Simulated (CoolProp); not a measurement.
Aqueous potassium formate as a coolant, 36 % by mass, freezing at -28.8 °C, 1 atm.

The numbers come from the Melinder's fits for secondary coolants in CoolProp.

```
T (°C)  density (kg/m³)  cp (kJ/(kg K))  Prandtl number  conductivity (W/(m K))
------  ---------------  --------------  --------------  ----------------------
-26                1248           2.894            46.7                   0.473
-18.6              1246           2.908            33.5                   0.481
-11.3              1244           2.922            25.1                   0.490
-3.9               1242           2.935            19.5                   0.499
3.4                1239           2.948            15.7                   0.507
10.8               1236           2.961            12.9                   0.516
18.1               1233           2.974            10.9                   0.525
25.5               1230           2.988            9.33                   0.534
32.8               1227           3.001            8.12                   0.542
```
